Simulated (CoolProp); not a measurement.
Properties of nitrous oxide along the isobar 101 bar (Tc = 36.4 °C, pc = 72.45 bar, ω = 0.161).

Model: reference Helmholtz-energy equation of state, Lemmon 2006, in CoolProp. It is a short technical equation, of lower accuracy than the large ones.

| T (°C) | phase | Z | cp (kJ/(kg K)) | speed of sound (m/s) | Joule-Thomson coefficient (K/MPa) | fugacity coefficient |
|---|---|---|---|---|---|---|
| -57.05 | liquid | 0.2146 | 1.725 | 991.4 | -0.2167 | 0.05498 |
| -27.25 | liquid | 0.2058 | 1.813 | 815.7 | -0.09806 | 0.1462 |
| 2.65 | liquid | 0.2063 | 2.017 | 633.3 | 0.1594 | 0.2942 |
| 32.45 | liquid | 0.2268 | 2.756 | 417.9 | 0.9862 | 0.4821 |
| 62.35 | supercritical | 0.4794 | 3.972 | 222.5 | 6.153 | 0.6505 |
| 92.25 | supercritical | 0.6821 | 1.782 | 253.3 | 5.940 | 0.7416 |
| 122.05 | supercritical | 0.7782 | 1.435 | 276.6 | 5.037 | 0.8032 |
| 151.95 | supercritical | 0.8385 | 1.306 | 295.5 | 4.268 | 0.8486 |
| 181.75 | supercritical | 0.8800 | 1.245 | 311.8 | 3.650 | 0.8830 |
| 211.65 | supercritical | 0.9103 | 1.215 | 326.4 | 3.147 | 0.9098 |

The peak of cp marks the crossing from liquid-like to gas-like fluid above the critical point.
